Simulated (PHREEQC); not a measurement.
Make-up at 90 °C: 0.0205 mol/kgw KOH and 1.6e-05 mol/kgw Na2SiO3. Closed to the air; pH follows from the charge balance.

All values are PHREEQC results (ion-association model, phreeqc.dat), not measurements.

Precipitation was switched off in this run.

Problem. Order these Si species by the share of Si that they hold, largest first: H4SiO4, H2SiO4-2, H3SiO4-.

Solution. H3SiO4- (90 %), H2SiO4-2 (7.6 %), H4SiO4 (2.5 %)

The pH is 10.65 and the ionic strength 0.0205 mol/kgw. At this temperature some constants are extrapolated from 25 °C, and those without enthalpy data are left unchanged.
